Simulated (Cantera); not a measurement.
Ignition delay

Mixture: CH4 : CO : O2 : N2 : C2H6 = 1 : 0.087 : 2.04 : 7.68 : 0.038 (molar parts), equivalence ratio 1.1, at 4.40 bar, adiabatic and at constant volume. Ignition delay is the time to a rise of 400 K.

Model: GRI-Mech 3.0 (53 species, 325 reactions), integrated in Cantera.

| T0 (K) | delay (ms) |
|---|---|
| 1100 | 17.7 |
| 1200 | 5.08 |
| 1300 | 1.57 |
| 1400 | 0.514 |
| 1500 | 0.181 |
| 1600 | 0.0700 |

```
Property                                                Result
--------------------------------------------------  ----------
apparent activation energy between 1400 and 1600 K  190 kJ/mol
```
